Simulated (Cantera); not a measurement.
An adiabatic, constant-volume homogeneous reactor starts with CH4 : O2 : N2 = 1 : 2 : 7.52 (molar parts), at 1350 K and 1.00 bar. Integrator tolerance rtol = 1e-08.

Model: GRI-Mech 3.0 (53 species, 325 reactions), integrated in Cantera.

Problem. What does this change do: initial temperature 1350 to 1748 K?

Solution. 
```csv
quantity,before,after
time of steepest temperature rise,5.95 ms,0.149 ms
temperature at 7.00 s,2861 K,2962 K
equilibrium temperature,2861 K,2962 K
x(CH4) at 7.00 s,<1e-12 (gas-phase equilibrium <1e-12),<1e-12 (gas-phase equilibrium <1e-12)
x(O2) at 7.00 s,0.0197 (gas-phase equilibrium 0.0197),0.0232 (gas-phase equilibrium 0.0232)
x(CH2CO) at 7.00 s,<1e-12 (gas-phase equilibrium <1e-12),<1e-12 (gas-phase equilibrium <1e-12)
x(HCN) at 7.00 s,3.04e-9 (gas-phase equilibrium 3.04e-9),4.85e-9 (gas-phase equilibrium 4.85e-9)
x(C2H2) at 7.00 s,<1e-12 (gas-phase equilibrium <1e-12),<1e-12 (gas-phase equilibrium <1e-12)
x(CO) at 7.00 s,0.0438 (gas-phase equilibrium 0.0438),0.0521 (gas-phase equilibrium 0.0521)
```
